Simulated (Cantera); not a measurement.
Input (Python, Cantera):

```python
import numpy as np
import cantera as ct

surf = ct.Interface("ptcombust.yaml", "Pt_surf")
gas = surf.adjacent["gas"]
gas.TPX = 925, 101325, {'CO': 0.0025, 'O2': 0.17, 'N2': 0.79, 'H2O': 0.0077}
surf.TP = 925, 101325
reactor = ct.FlowReactor(gas, clone=False)
reactor.area = 0.0001  # m2
reactor.surface_area_to_volume_ratio = 1200  # 1/m
reactor.mass_flow_rate = 0.28 * reactor.area * gas.density  # inlet velocity 0.28 m/s
reactor.energy_enabled = False
wall = ct.ReactorSurface(surf, reactor, clone=False)
net = ct.ReactorNet([reactor])
net.rtol, net.atol = 1e-8, 1e-16
show, cover = ['CO', 'O2', 'H2O', 'CO2'], ['PT(S)', 'H(S)', 'O(S)', 'OH(S)', 'CO(S)', 'C(S)']

rows = []
print(f"{'z/m':>9s}{'u/(m/s)':>9s}" + "".join(f"{s:>13s}" for s in show + cover))
for z in [6.1e-05, 0.00013, 0.00028, 0.00061, 0.0013, 0.0028, 0.0061]:
    net.advance(z)
    rows.append([reactor.speed, *gas[show].X, *surf[cover].coverages])
    print(f"{z:9.4g}{rows[-1][0]:9.3g}" + "".join(f"{x:13.4e}" for x in rows[-1][1:]))
```

Output:

```
      z/m  u/(m/s)           CO           O2          H2O          CO2        PT(S)         H(S)         O(S)        OH(S)        CO(S)         C(S)
  6.1e-05     0.28   9.0798e-04   1.7453e-01   7.9431e-03   1.6710e-03   1.0634e-01   6.1795e-08   8.9185e-01   1.6504e-03   1.5900e-04   7.3381e-16
  0.00013     0.28   3.0525e-04   1.7428e-01   7.9455e-03   2.2745e-03   1.0402e-01   5.9715e-08   8.9429e-01   1.6349e-03   5.1022e-05   2.2972e-16
  0.00028     0.28   3.0632e-05   1.7417e-01   7.9466e-03   2.5494e-03   1.0303e-01   5.8831e-08   8.9534e-01   1.6281e-03   5.0171e-06   2.2347e-17
  0.00061     0.28   2.0248e-07   1.7416e-01   7.9467e-03   2.5799e-03   1.0292e-01   5.8735e-08   8.9545e-01   1.6273e-03   3.3091e-08   1.4722e-19
   0.0013     0.28   5.6307e-12   1.7416e-01   7.9467e-03   2.5801e-03   1.0292e-01   5.8734e-08   8.9545e-01   1.6273e-03   9.2019e-13   4.0937e-24
   0.0028     0.28   5.0823e-18   1.7416e-01   7.9467e-03   2.5801e-03   1.0292e-01   5.8734e-08   8.9545e-01   1.6273e-03   8.3058e-19   3.6950e-30
   0.0061     0.28   5.6098e-18   1.7416e-01   7.9467e-03   2.5801e-03   1.0292e-01   5.8734e-08   8.9545e-01   1.6273e-03   9.1678e-19   4.0785e-30
```

Cantera simulation using Deutschmann's 1995 Pt surface mechanism with GRI-Mech 3.0 gas chemistry; the numbers are that mechanism's predictions, not measurements. Catalytic surfaces can have several steady states; this one follows from the mechanism file's or the stated starting coverage. Mass transfer to the wall is taken as infinitely fast.
